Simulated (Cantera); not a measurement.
Cantera run:

```python
import numpy as np
import cantera as ct

gas_names = """
    Electron H H+ H- HO2 H2 H2+ H2- H2O H2O+ H2O2 H3O+ O O+ O- OH OH+ OH- O2 O2+ O2- O3
""".split()
cond_names = """
    H2O(s) H2O(L)
""".split()


# ... load() reads the species with a 1 bar reference pressure and builds the phases ...
atoms = {
    'H2O': {'H': 2, 'O': 1},
    'H2': {'H': 2},
}
top_T = {}  # K; cautious upper limits of use, not melting points


# ... equilibrate(T, P, feed) seeds the gas with the atoms and calls Mixture.equilibrate('TP', solver="vcs", rtol=1e-11, max_steps=5000) ...
results = []
feed = {'H2O': 1, 'H2': 0.046}  # mol
P = 10000  # Pa
for T in [2500, 2750, 3000, 3250, 3500, 3750, 4000, 4250, 4500, 4750, 5000]:
    mix = equilibrate(T, P, feed)
    results.append((T, P, feed, dict(zip(mix.species_names, mix.species_moles))))

top = {s: max(r[3][s] / sum(r[3][g] for g in gas_names) for r in results) for s in gas_names}
cols = sorted((s for s in top if top[s] > 0.0001), key=lambda s: -top[s])[:9]
seen = [c for c in cond_names if any(r[3].get(c, 0) > 1e-12 for r in results)]
print("log10 of partial pressures in bar; condensed amounts in mol")
print(f"{'T/K':>10s}" + "".join(f"{s[:9]:>10s}" for s in cols + seen))
for T, P, feed, n in results:
    ng = sum(n[g] for g in gas_names)
    print(f"{T:10.4g}" + "".join(f"{np.log10(max(n[s] / ng * P / 1e5, 1e-99)):10.3f}" for s in cols)
          + "".join(f"{n.get(c, 0):10.4g}" for c in seen))
```

It prints:

```
log10 of partial pressures in bar; condensed amounts in mol
       T/K       H2O         H         O        H2        OH        O2
      2500    -1.095    -2.597    -3.164    -1.996    -2.381    -2.651
      2750    -1.226    -2.066    -2.524    -1.802    -2.061    -2.344
      3000    -1.489    -1.664    -2.060    -1.724    -1.908    -2.228
      3250    -1.957    -1.400    -1.757    -1.813    -1.945    -2.309
      3500    -2.638    -1.264    -1.597    -2.070    -2.169    -2.580
      3750    -3.425    -1.207    -1.531    -2.417    -2.497    -2.959
      4000    -4.204    -1.186    -1.506    -2.776    -2.846    -3.358
      4250    -4.925    -1.177    -1.497    -3.115    -3.178    -3.735
      4500    -5.579    -1.173    -1.493    -3.424    -3.482    -4.079
      4750    -6.169    -1.172    -1.492    -3.704    -3.758    -4.391
      5000    -6.703    -1.171    -1.491    -3.958    -4.008    -4.673
```

Cantera equilibrium calculation (NASA polynomials, part measured and part estimated; ideal gas, pure solids and liquids).
